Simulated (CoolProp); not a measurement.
Saturation properties of normal hydrogen.

Computed with CoolProp (reference Helmholtz-energy equation of state, Leachman 2009).

```tsv
T (K)	p (MPa)	liquid cp (kJ/(kg K))	surface tension (mN/m)
25.5	0.3562	13.86	1.04
26	0.3940	14.49	0.961
26.5	0.4345	15.19	0.880
26.9	0.4690	15.82	0.816
27.4	0.5147	16.71	0.736
27.9	0.5635	17.75	0.658
28.4	0.6154	18.98	0.581
28.9	0.6706	20.47	0.505
29.4	0.7292	22.33	0.431
29.8	0.7787	24.19	0.374
30.3	0.8439	27.21	0.304
30.8	0.9129	31.49	0.238
31.3	0.9860	38.08	0.176
31.8	1.063	49.69	0.120
32.3	1.145	75.85	0.0734
```

It boils at 20.4 K under 1 atm.

Surface tension comes from a separate correlation (Mulero 2012).
